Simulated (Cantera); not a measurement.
A counterflow diffusion flame at 0.503 atm, nozzles 20 mm apart: fuel side 54.1 % CH₄, 45.9 % C₂H₆ at 450 K, oxidiser side 23.0 % O₂, 77.0 % N₂ at 748 K, fuel mass flux 1.2 times the oxidiser's; mixture-averaged transport, no radiation.

Model: GRI-Mech 3.0 (53 species, 325 reactions), integrated in Cantera. GRI-Mech 3.0 has no aromatics or soot, which form on the fuel side of real flames. The maximum strain rate includes the flame's own expansion and is several times the mean.

x: mole fraction; the columns are a selection and need not sum to one.

```json
[
 {"oxidiser flux (kg/m²/s)": "0.13", "max strain (1/s)": "272", "mean strain (1/s)": "52.8", "T max (K)": "2197", "peak x OH": "0.0128", "peak x H": "0.00873", "peak x NO": "0.000364", "peak x CO": "0.0818", "peak x C₂H₂": "0.0359"},
 {"oxidiser flux (kg/m²/s)": "0.19", "max strain (1/s)": "385", "mean strain (1/s)": "77.2", "T max (K)": "2174", "peak x OH": "0.0125", "peak x H": "0.00916", "peak x NO": "0.000324", "peak x CO": "0.0803", "peak x C₂H₂": "0.0343"},
 {"oxidiser flux (kg/m²/s)": "0.27", "max strain (1/s)": "532", "mean strain (1/s)": "110", "T max (K)": "2155", "peak x OH": "0.0122", "peak x H": "0.00955", "peak x NO": "0.000288", "peak x CO": "0.0792", "peak x C₂H₂": "0.0329"},
 {"oxidiser flux (kg/m²/s)": "0.4", "max strain (1/s)": "[?]", "mean strain (1/s)": "163", "T max (K)": "2135", "peak x OH": "0.0119", "peak x H": "0.00995", "peak x NO": "[?]", "peak x CO": "0.0785", "peak x C₂H₂": "0.0312"},
 {"oxidiser flux (kg/m²/s)": "0.58", "max strain (1/s)": "1070", "mean strain (1/s)": "236", "T max (K)": "2113", "peak x OH": "0.0115", "peak x H": "0.0102", "peak x NO": "0.000206", "peak x CO": "0.0779", "peak x C₂H₂": "0.0292"},
 {"oxidiser flux (kg/m²/s)": "0.86", "max strain (1/s)": "1540", "mean strain (1/s)": "350", "T max (K)": "2087", "peak x OH": "0.0109", "peak x H": "0.0103", "peak x NO": "0.000160", "peak x CO": "0.0778", "peak x C₂H₂": "0.0266"},
 {"oxidiser flux (kg/m²/s)": "1.3", "max strain (1/s)": "[?]", "mean strain (1/s)": "528", "T max (K)": "2049", "peak x OH": "[?]", "peak x H": "0.0101", "peak x NO": "[?]", "peak x CO": "0.0782", "peak x C₂H₂": "[?]"},
 {"oxidiser flux (kg/m²/s)": "1.8", "max strain (1/s)": "3000", "mean strain (1/s)": "732", "T max (K)": "2011", "peak x OH": "0.00904", "peak x H": "0.00950", "peak x NO": "7.35e-5", "peak x CO": "0.0789", "peak x C₂H₂": "0.0192"}
]
```

Task: Fill in the missing entries.

Result: 
- 0.4, max strain (1/s): 764
- 0.4, peak x NO: 0.000248
- 1.3, max strain (1/s): 2240
- 1.3, peak x OH: 0.0100
- 1.3, peak x NO: 0.000111
- 1.3, peak x C₂H₂: 0.0229
